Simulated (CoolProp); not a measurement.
CHF3 (R23) along the isotherm 313.1 K: Z from the reference equation and from simpler models built on Tc = 299.3 K, pc = 4832 kPa, ω = 0.263; each cubic takes its own stable root.

The numbers come from the reference Helmholtz-energy equation of state, Penoncello 2003 in CoolProp.

```
p (kPa)  phase  reference
-------  -----  ---------
268        gas     0.9827
537        gas     0.9649
805        gas     0.9468
1070       gas     0.9285
1340       gas     0.9094
1610       gas     0.8898
1880       gas     0.8697
2150       gas     0.8491
2420       gas     0.8278
```

**Question.** How far does each simpler model (Pitzer virial, van der Waals) lie from the reference over these 9 states: mean and median of the absolute difference, and the worst?

**Answer.** 
- Pitzer virial: mean 1.1 %, median 0.9 %, worst +2.8 % at 313.1 K and 2420 kPa
- van der Waals: mean 1.3 %, median 1.3 %, worst +2.5 % at 313.1 K and 2420 kPa
